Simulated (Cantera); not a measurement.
What does this Cantera script print?

```python
import numpy as np
import cantera as ct

gas_names = [...]  # 114 gases of nasa_gas.yaml made of C, Fe, H, O
cond_names = """
    C(gr) C6H6(L) C7H8(L) C8H18(L),n-octa Fe(a) Fe(c) Fe(d) Fe(L) FeC5O5(L) FeO(s) FeO(L) Fe(OH)2(s)
    Fe(OH)3(s) Fe2O3(s) Fe3O4(s) H2O(s) H2O(L)
""".split()


# ... load() reads the species with a 1 bar reference pressure and builds the phases ...
atoms = {
    'Fe3O4': {'Fe': 3, 'O': 4},
    'C': {'C': 1},
    'H2': {'H': 2},
}
top_T = {'C(gr)': 4500, 'Fe2O3(s)': 1830, 'Fe3O4(s)': 1870}  # K; cautious upper limits of use, not melting points


# ... equilibrate(T, P, feed) seeds the gas with the atoms and calls Mixture.equilibrate('TP', solver="vcs", rtol=1e-11, max_steps=5000) ...
results = []
T = 2100  # K
P = 1000  # Pa
for m in [0.54, 1.1, 1.6, 2.1, 2.7, 3.2, 3.8, 4.3, 4.8, 5.4, 5.9, 6.4, 7]:
    feed = {'Fe3O4': 1, 'C': m, 'H2': 19}  # mol
    mix = equilibrate(T, P, feed)
    results.append((T, P, feed, dict(zip(mix.species_names, mix.species_moles))))
    x = sorted(zip(gas.X, gas.species_names), reverse=True)
    print(f"T = {T:g} K  P = {P:g} Pa  n(C) = {m:g} mol  gas = {mix.phase_moles(0):.4g} mol")
    print("   x: " + "  ".join(f"{s} {v:.3e}" for v, s in x if v > 0.001))
    print("   condensed (mol): " + ("  ".join(f"{mix.phase(i).name} {mix.phase_moles(i):.4g}"
          for i in range(1, mix.n_phases) if mix.phase_moles(i) > 1e-12) or "none"))
```

It prints:

```
T = 2100 K  P = 1000 Pa  n(C) = 0.54 mol  gas = 22.2 mol
   x: H2 6.891e-01  H2O 1.534e-01  Fe 1.059e-01  H 2.586e-02  CO 2.328e-02  CO2 1.049e-03
   condensed (mol): Fe(L) 0.6349
T = 2100 K  P = 1000 Pa  n(C) = 1.1 mol  gas = 22.83 mol
   x: H2 6.946e-01  H2O 1.242e-01  Fe 1.059e-01  CO 4.650e-02  H 2.597e-02  CO2 1.683e-03
   condensed (mol): Fe(L) 0.5705
T = 2100 K  P = 1000 Pa  n(C) = 1.6 mol  gas = 23.4 mol
   x: H2 6.990e-01  Fe 1.059e-01  H2O 9.979e-02  CO 6.646e-02  H 2.605e-02  CO2 1.920e-03
   condensed (mol): Fe(L) 0.5128
T = 2100 K  P = 1000 Pa  n(C) = 2.1 mol  gas = 23.96 mol
   x: H2 7.029e-01  Fe 1.059e-01  CO 8.574e-02  H2O 7.674e-02  H 2.612e-02  CO2 1.894e-03
   condensed (mol): Fe(L) 0.4551
T = 2100 K  P = 1000 Pa  n(C) = 2.7 mol  gas = 24.64 mol
   x: H2 7.071e-01  CO 1.080e-01  Fe 1.059e-01  H2O 5.076e-02  H 2.620e-02  CO2 1.569e-03
   condensed (mol): Fe(L) 0.3857
T = 2100 K  P = 1000 Pa  n(C) = 3.2 mol  gas = 25.2 mol
   x: H2 7.102e-01  CO 1.259e-01  Fe 1.059e-01  H2O 3.040e-02  H 2.626e-02  CO2 1.090e-03
   condensed (mol): Fe(L) 0.3277
T = 2100 K  P = 1000 Pa  n(C) = 3.8 mol  gas = 25.88 mol
   x: H2 7.135e-01  CO 1.465e-01  Fe 1.059e-01  H 2.632e-02  H2O 7.361e-03
   condensed (mol): Fe(L) 0.2581
T = 2100 K  P = 1000 Pa  n(C) = 4.3 mol  gas = 26.11 mol
   x: H2 7.135e-01  CO 1.532e-01  Fe 1.059e-01  H 2.632e-02  C2H2,acetylene 1.031e-03
   condensed (mol): C(gr) 0.246  Fe(L) 0.2349
T = 2100 K  P = 1000 Pa  n(C) = 4.8 mol  gas = 26.11 mol
   x: H2 7.135e-01  CO 1.532e-01  Fe 1.059e-01  H 2.632e-02  C2H2,acetylene 1.031e-03
   condensed (mol): C(gr) 0.746  Fe(L) 0.2349
T = 2100 K  P = 1000 Pa  n(C) = 5.4 mol  gas = 26.11 mol
   x: H2 7.135e-01  CO 1.532e-01  Fe 1.059e-01  H 2.632e-02  C2H2,acetylene 1.031e-03
   condensed (mol): C(gr) 1.346  Fe(L) 0.2349
T = 2100 K  P = 1000 Pa  n(C) = 5.9 mol  gas = 26.11 mol
   x: H2 7.135e-01  CO 1.532e-01  Fe 1.059e-01  H 2.632e-02  C2H2,acetylene 1.031e-03
   condensed (mol): C(gr) 1.846  Fe(L) 0.2349
T = 2100 K  P = 1000 Pa  n(C) = 6.4 mol  gas = 26.11 mol
   x: H2 7.135e-01  CO 1.532e-01  Fe 1.059e-01  H 2.632e-02  C2H2,acetylene 1.031e-03
   condensed (mol): C(gr) 2.346  Fe(L) 0.2349
T = 2100 K  P = 1000 Pa  n(C) = 7 mol  gas = 26.11 mol
   x: H2 7.135e-01  CO 1.532e-01  Fe 1.059e-01  H 2.632e-02  C2H2,acetylene 1.031e-03
   condensed (mol): C(gr) 2.946  Fe(L) 0.2349
```

These are equilibrium values from Cantera (NASA tables, ideal gas, pure condensed phases), not measurements of a reactor. Iron dissolves carbon and melts from about 1420 K in contact with it, which pure phases cannot show. Condensed phases not in the tables: cementite and carbon dissolved in iron.
